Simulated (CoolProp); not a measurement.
Vapour-liquid equilibrium of methanol (1) + acetone (2) at 1.39 MPa; x and y are mole fractions of (1).

The numbers come from the multi-fluid Helmholtz-energy mixture model, de Reuck 1993 and Lemmon 2006; pair parameters Bell 2016 in CoolProp.

```json
[
 {"x": "0.05", "bubble temperature (K)": "431.7", "y at the bubble point": "0.071", "dew temperature at overall composition x (K)": "432.2", "liquid density (mol/L)": "10.65"},
 {"x": "0.15", "bubble temperature (K)": "428.8", "y at the bubble point": "0.197", "dew temperature at overall composition x (K)": "429.8", "liquid density (mol/L)": "11.28"},
 {"x": "0.25", "bubble temperature (K)": "426.6", "y at the bubble point": "0.307", "dew temperature at overall composition x (K)": "427.7", "liquid density (mol/L)": "11.96"},
 {"x": "0.35", "bubble temperature (K)": "424.9", "y at the bubble point": "0.406", "dew temperature at overall composition x (K)": "425.8", "liquid density (mol/L)": "12.71"},
 {"x": "0.45", "bubble temperature (K)": "423.6", "y at the bubble point": "0.497", "dew temperature at overall composition x (K)": "424.2", "liquid density (mol/L)": "13.53"},
 {"x": "0.55", "bubble temperature (K)": "422.7", "y at the bubble point": "0.582", "dew temperature at overall composition x (K)": "423.0", "liquid density (mol/L)": "14.44"},
 {"x": "0.65", "bubble temperature (K)": "422.2", "y at the bubble point": "0.666", "dew temperature at overall composition x (K)": "422.3", "liquid density (mol/L)": "15.46"},
 {"x": "0.75", "bubble temperature (K)": "422.0", "y at the bubble point": "0.752", "dew temperature at overall composition x (K)": "422.0", "liquid density (mol/L)": "16.61"},
 {"x": "0.85", "bubble temperature (K)": "422.1", "y at the bubble point": "0.842", "dew temperature at overall composition x (K)": "422.1", "liquid density (mol/L)": "17.90"},
 {"x": "0.95", "bubble temperature (K)": "422.6", "y at the bubble point": "0.944", "dew temperature at overall composition x (K)": "422.7", "liquid density (mol/L)": "19.37"}
]
```

y crosses x between x = 0.75 and 0.85: the model has an azeotrope there.

Pair parameters are fitted to limited data, so mixtures are less certain than the pure fluids.
